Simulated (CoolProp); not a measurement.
Vapour-liquid equilibrium of n-hexane (1) + toluene (2) at 318.7 K; x and y are mole fractions of (1).

Values from CoolProp's multi-fluid Helmholtz-energy mixture model, Thol 2019 and Lemmon 2006; pair parameters Bell 2016.

| x | bubble pressure (MPa) | y at the bubble point | dew pressure at overall composition x (MPa) | liquid density (mol/L) |
|---|---|---|---|---|
| 0.05 | 0.01317 | 0.266 | 0.01059 | 9.046 |
| 0.125 | 0.01714 | 0.476 | 0.01137 | 8.895 |
| 0.2 | 0.02057 | 0.594 | 0.01226 | 8.748 |
| 0.275 | 0.02360 | 0.673 | 0.01330 | 8.604 |
| 0.35 | 0.02632 | 0.730 | 0.01452 | 8.464 |
| 0.425 | 0.02882 | 0.775 | 0.01599 | 8.327 |
| 0.5 | 0.03117 | 0.813 | 0.01776 | 8.193 |
| 0.575 | 0.03343 | 0.846 | 0.01994 | 8.062 |
| 0.65 | 0.03563 | 0.876 | 0.02265 | 7.935 |
| 0.725 | 0.03780 | 0.904 | 0.02606 | 7.810 |
| 0.8 | 0.03998 | 0.931 | 0.03034 | 7.688 |
| 0.875 | 0.04219 | 0.957 | 0.03556 | 7.569 |
| 0.95 | 0.04444 | 0.983 | 0.04162 | 7.453 |

No azeotrope shows between x = 0.05 and 0.95.

Pair parameters are fitted to limited data, so mixtures are less certain than the pure fluids.
